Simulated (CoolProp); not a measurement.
Saturation properties of propylene (Tc = 91.1 °C, pc = 4.555 MPa, ω = 0.146).

The numbers come from the reference Helmholtz-energy equation of state, Lemmon 2013 in CoolProp.

```
T (°C)  p (MPa)  enthalpy of vaporisation (kJ/kg)  surface tension (mN/m)
------  -------  --------------------------------  ----------------------
-74.45  0.02474                             467.1                    20.7
-64.15  0.04464                             456.6                    19.2
-53.75  0.07600                             445.6                    17.6
-43.45   0.1220                             434.2                    16.2
-33.05   0.1879                             422.1                    14.7
-22.75   0.2771                             409.3                    13.3
-12.35   0.3965                             395.5                    11.8
-2.05    0.5492                             380.7                    10.4
8.35     0.7436                             364.4                    9.08
18.65    0.9821                             346.7                    7.76
```

It boils at -47.6 °C under 1 atm.

Surface tension comes from a separate correlation (Mulero 2012).
